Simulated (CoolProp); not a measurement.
Vapour-liquid equilibrium of methanol (1) + dimethyl carbonate (2) at 0.00781 MPa; x and y are mole fractions of (1).

Model: multi-fluid Helmholtz-energy mixture model, de Reuck 1993 and Zhou 2011; pair parameters Bell 2016, in CoolProp.

```
x     bubble temperature (K)  y at the bubble point  dew temperature at overall composition x (K)  liquid density (mol/L)
----  ----------------------  ---------------------  --------------------------------------------  ----------------------
0.05                     [?]                  0.303                                         298.6                   12.20
0.2                      [?]                  0.593                                         295.6                   13.42
0.35                   283.3                    [?]                                         292.2                   14.77
0.5                    282.5                    [?]                                           [?]                   16.37
0.65                   282.2                  0.730                                         283.9                   18.32
0.8                    282.1                  0.774                                         282.2                   20.74
0.95                   283.0                  0.904                                         283.5                     [?]
```

**Question.** Some entries are withheld; supply them.

**Answer.** 
- 0.05, bubble temperature (K): 293.3
- 0.2, bubble temperature (K): 285.6
- 0.35, y at the bubble point: 0.671
- 0.5, y at the bubble point: 0.704
- 0.5, dew temperature at overall composition x (K): 288.3
- 0.95, liquid density (mol/L): 23.78

y crosses x between x = 0.65 and 0.8: the model has an azeotrope there.

The pair parameters rest on a limited set of measurements; away from them the model extrapolates.
